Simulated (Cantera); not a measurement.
What does this Cantera script print?

```python
import numpy as np
import cantera as ct

surf = ct.Interface("diamond.yaml", "diamond_100")
gas, bulk = surf.adjacent["gas"], surf.adjacent["diamond"]
k = surf.kinetics_species_index(bulk.species_names[0])
cover = ["c6HH", "c6H*", "c6*H", "c6**", "c6HM", "c6B"]

rows, drift = [], 0.0
print(f"{'xH':>10s}{'um/h':>11s}" + "".join(f"{s:>11s}" for s in cover))
for v in [0.0001, 0.00023, 0.00052, 0.0012, 0.0027, 0.0061, 0.014, 0.032, 0.072]:
    T, P, xH, xCH3 = 1048, 1300, v, 0.00047
    gas.TPX = T, P, {"H": xH, "CH3": xCH3, "CH4": 0.013, "H2": 1 - xH - xCH3 - 0.013}
    surf.TP = bulk.TP = T, P
    surf.coverages = "c6H*:0.1, c6HH:0.9"
    surf.advance_coverages(100.0)
    before = surf.coverages
    surf.advance_coverages(100.0)
    drift = max(drift, np.max(np.abs(surf.coverages - before) / (surf.coverages + 1e-9)))
    rate = surf.net_production_rates[k] * bulk.mean_molecular_weight / bulk.density * 3.6e9
    rows.append([rate, *surf[cover].coverages])
    print(f"{v:10.4g}{rate:11.4e}" + "".join(f"{x:11.3e}" for x in rows[-1][1:]))
```

It prints:

```
        xH       um/h       c6HH       c6H*       c6*H       c6**       c6HM        c6B
    0.0001 1.2877e-01  5.629e-01  1.839e-02  3.310e-01  3.329e-03  5.419e-02  3.494e-10
   0.00023 3.0394e-01  5.315e-01  1.958e-02  3.524e-01  5.842e-03  5.977e-02  8.248e-10
   0.00052 6.4548e-01  5.185e-01  2.022e-02  3.639e-01  8.372e-03  5.995e-02  1.752e-09
    0.0012 1.2446e+00  5.182e-01  2.077e-02  3.738e-01  1.042e-02  5.245e-02  3.377e-09
    0.0027 2.0245e+00  5.261e-01  2.136e-02  3.844e-01  1.177e-02  3.887e-02  5.494e-09
    0.0061 2.7982e+00  5.363e-01  2.193e-02  3.944e-01  1.264e-02  2.408e-02  7.593e-09
     0.014 3.3733e+00  5.445e-01  2.236e-02  4.017e-01  1.315e-02  1.272e-02  9.154e-09
     0.032 3.7040e+00  5.493e-01  2.264e-02  4.058e-01  1.342e-02  6.127e-03  1.005e-08
     0.072 3.8697e+00  5.517e-01  2.287e-02  4.078e-01  1.356e-02  2.848e-03  1.050e-08
```

Cantera simulation using the Harris–Goodwin 1993 mechanism for the reconstructed diamond (100) surface; the numbers are that mechanism's predictions, not measurements.
